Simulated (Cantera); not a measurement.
Charge: 1 mol SiH2Cl2, 1.6 mol NH3, 21 mol N2, at 1850 °C.

Method: chemical equilibrium by Gibbs-energy minimisation in Cantera with the NASA 1993 tables (ideal gas, pure condensed phases). Candidate condensed phases: NH4Cl, Si, Si3N4; 28 gas species. The tables' values for SiCl, SiN, SiCl3 are old estimates; treat these amounts as uncertain. Gases not in the tables: Si2H6 and higher silanes. Equilibrium is a limit: real reactors are often held back by kinetics, nucleation or transport.

Q: At 0.0140 bar, list the 6 most abundant gas species with their mole fractions, and the condensed phases.

A: N2 0.815, H2 0.106, HCl 0.0314, SiCl2 0.0194, Si 0.0122, H 0.00990. Condensed: Si(l).
